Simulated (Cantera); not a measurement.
Input (Python, Cantera) and output of one run.

```python
import numpy as np
import cantera as ct

gas_names = """
    Br Br2 Si SiBr SiBr2 SiBr3 SiBr4 Si2 Si3
""".split()
cond_names = """
    Br2(cr) Br2(L) Si(cr) Si(L)
""".split()


# ... load() reads the species with a 1 bar reference pressure and builds the phases ...
atoms = {
    'Si': {'Si': 1},
    'Br2': {'Br': 2},
}
top_T = {}  # K; cautious upper limits of use, not melting points


# ... equilibrate(T, P, feed) seeds the gas with the atoms and calls Mixture.equilibrate('TP', solver="vcs", rtol=1e-11, max_steps=5000) ...
results = []
feed = {'Si': 1, 'Br2': 0.63}  # mol
P = 10000  # Pa
for T in [675, 725, 775, 825, 875, 925, 975, 1025]:
    mix = equilibrate(T, P, feed)
    results.append((T, P, feed, dict(zip(mix.species_names, mix.species_moles))))

top = {s: max(r[3][s] / sum(r[3][g] for g in gas_names) for r in results) for s in gas_names}
cols = sorted((s for s in top if top[s] > 0.001), key=lambda s: -top[s])[:5]
seen = [c for c in cond_names if any(r[3].get(c, 0) > 1e-12 for r in results)]
print("log10 of partial pressures in bar; condensed amounts in mol")
print(f"{'T/K':>10s}" + "".join(f"{s[:9]:>10s}" for s in cols + seen))
for T, P, feed, n in results:
    ng = sum(n[g] for g in gas_names)
    print(f"{T:10.4g}" + "".join(f"{np.log10(max(n[s] / ng * P / 1e5, 1e-99)):10.3f}" for s in cols)
          + "".join(f"{n.get(c, 0):10.4g}" for c in seen))
```

It prints:

```
log10 of partial pressures in bar; condensed amounts in mol
       T/K     SiBr4     SiBr2     SiBr3    Si(cr)
       675    -1.000    -7.068    -6.035     0.685
       725    -1.000    -6.254    -5.457     0.685
       775    -1.000    -5.546    -4.954     0.685
       825    -1.000    -4.926    -4.513     0.685
       875    -1.001    -4.378    -4.124    0.6849
       925    -1.001    -3.892    -3.778    0.6847
       975    -1.003    -3.457    -3.468    0.6842
      1025    -1.007    -3.066    -3.191    0.6831
```

These are equilibrium values from Cantera (NASA tables, ideal gas, pure condensed phases), not measurements of a reactor. The tables' values for SiBr3 are old estimates; treat these amounts as uncertain.
